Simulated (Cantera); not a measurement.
Cantera run, input and output.

```python
import numpy as np
import cantera as ct

gas = ct.Solution("gri30.yaml")
gas.TPX = 1300, 70000, {'CH4': 1, 'CO': 0.31, 'O2': 2.48, 'N2': 20.8}
reactor = ct.IdealGasConstPressureReactor(gas, energy="on", clone=False)
net = ct.ReactorNet([reactor])
net.rtol, net.atol = 1e-08, 1e-16
show = ['CH4', 'CO', 'O2', 'H2O', 'HO2', 'CH2', 'CO2']
times = np.geomspace(6e-06, 5, 15)

steps = ct.SolutionArray(gas, extra=["t"])
rows = []
print(f"{'t/s':>10s}{'T/K':>9s}{'P/Pa':>11s}" + "".join(f"{s:>11s}" for s in show))
for t in times:
    while net.time < t:
        t_next = net.step()
        steps.append(gas.state, t=t_next)
    rows.append([np.interp(t, steps.t, y) for y in (steps.T, steps.P, *steps(*show).X.T)])
    print(f"{t:10.3e}{rows[-1][0]:9.1f}{rows[-1][1]:11.4g}" + "".join(f"{x:11.3e}" for x in rows[-1][2:]))
rate = np.gradient(steps.T, steps.t)
print("integrator steps:", len(steps.t))
if steps.T.max() > steps.T[0] + 200:
    print(f"time of steepest temperature rise: {steps.t[rate.argmax()]:.4e} s")
gas.TPX = 1300, 70000, {'CH4': 1, 'CO': 0.31, 'O2': 2.48, 'N2': 20.8}
gas.equilibrate("HP")
print(f"equilibrium (HP): T = {gas.T:.1f} K  " + "  ".join(f"{s} {gas[s].X[0]:.3e}" for s in show))
```

Output:

```
       t/s      T/K       P/Pa        CH4         CO         O2        H2O        HO2        CH2        CO2
 6.000e-06   1300.0      7e+04  4.067e-02  1.261e-02  1.009e-01  6.649e-10  4.483e-09  3.853e-17  1.178e-09
 1.589e-05   1300.0      7e+04  4.067e-02  1.261e-02  1.009e-01  3.144e-09  1.177e-08  1.610e-16  3.242e-09
 4.207e-05   1300.0      7e+04  4.067e-02  1.261e-02  1.009e-01  1.113e-08  3.041e-08  5.975e-16  9.206e-09
 1.114e-04   1300.0      7e+04  4.067e-02  1.261e-02  1.009e-01  4.086e-08  7.551e-08  2.826e-15  2.824e-08
 2.950e-04   1300.0      7e+04  4.067e-02  1.261e-02  1.009e-01  1.858e-07  1.693e-07  1.891e-14  9.825e-08
 7.811e-04   1300.0      7e+04  4.066e-02  1.261e-02  1.009e-01  1.076e-06  2.967e-07  1.783e-13  3.770e-07
 2.068e-03   1300.0      7e+04  4.065e-02  1.261e-02  1.008e-01  7.665e-06  3.506e-07  2.165e-12  1.412e-06
 5.477e-03   1300.3      7e+04  4.058e-02  1.260e-02  1.008e-01  5.865e-05  6.190e-07  1.443e-11  5.872e-06
 1.450e-02   1302.8      7e+04  4.011e-02  1.264e-02  1.005e-01  4.045e-04  2.183e-06  6.476e-11  3.530e-05
 3.841e-02   2199.9      7e+04  3.268e-19  4.469e-03  1.509e-02  7.842e-02  7.249e-07  6.864e-19  4.891e-02
 1.017e-01   2213.3      7e+04  1.965e-19  3.336e-03  1.419e-02  7.917e-02  6.660e-07  3.077e-19  5.010e-02
 2.693e-01   2210.7      7e+04  2.024e-19  3.346e-03  1.361e-02  7.920e-02  6.401e-07  3.051e-19  5.010e-02
 7.131e-01   2208.4      7e+04  2.077e-19  3.356e-03  1.310e-02  7.922e-02  6.172e-07  3.021e-19  5.009e-02
 1.888e+00   2208.0      7e+04  2.087e-19  3.358e-03  1.301e-02  7.922e-02  6.130e-07  3.015e-19  5.008e-02
 5.000e+00   2208.0      7e+04  2.087e-19  3.358e-03  1.301e-02  7.922e-02  6.130e-07  3.015e-19  5.008e-02
integrator steps: 2364
time of steepest temperature rise: 3.2109e-02 s
equilibrium (HP): T = 2208.0 K  CH4 2.954e-19  CO 3.358e-03  O2 1.301e-02  H2O 7.922e-02  HO2 6.130e-07  CH2 4.080e-19  CO2 5.008e-02
```

Cantera simulation using GRI-Mech 3.0 (53 species, 325 reactions); the numbers are that mechanism's predictions, not measurements.
